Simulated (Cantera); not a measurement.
Feed: 1 mol Mg(OH)2, 0.11 mol CO2, 2.2 mol H2, at 1.70 bar.

These are equilibrium values from Cantera (NASA tables, ideal gas, pure condensed phases), not measurements of a reactor. Candidate condensed phases: C, C6H6, C7H8, C8H18, H2O, Mg, MgCO3, MgO, Mg(OH)2; 116 gas species. The numbers say what is thermodynamically allowed, not how fast it happens. All values below are at 775 °C.

Base state: H2 0.643, H2O 0.324, CO 0.0205, CO2 0.0123, CH4 0.000530 (mole fractions); condensed: MgO(s).

Q: What changes in the equilibrium state with this change: CO2 from 0.11 to 9.9 mol?

A: 
```
species        before    after
-----------  --------  -------
CO2            0.0123    0.633
H2O             0.324    0.199
CO             0.0205    0.122
H2              0.643   0.0456
CH4          0.000530  1.84e-6
MgO(s), mol      1.00     1.00
```

Q: What changes in the equilibrium state with this change: CO2 from 0.11 to 0.22 mol?

A: 
```csv
species,before,after
H2,0.643,0.603
H2O,0.324,0.333
CO,0.0205,0.0384
CO2,0.0123,0.0252
CH4,0.000530,0.000797
"MgO(s), mol",1.00,1.00
```
